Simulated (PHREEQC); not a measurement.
A solution holds 0.074 mol H2SO4, 0.00506 mol FeSO4 and 0.35 mol MnSO4 per kg of water, at 20 °C. Closed to the air; pH follows from the charge balance.

Computed with PHREEQC (ion-association model, wateq4f.dat).

Precipitation was switched off in this run.

**Question.** Order these Fe species by the share of Fe that they hold, largest first: FeHSO4+, Fe+2, FeSO4.

**Answer.** Fe+2 (48 %), FeSO4 (40 %), FeHSO4+ (12 %)

The pH is 1.54 and the ionic strength 0.780 mol/kgw. The ionic strength is past about 0.7 mol/kgw, beyond the range of this activity model, so the values are rough.
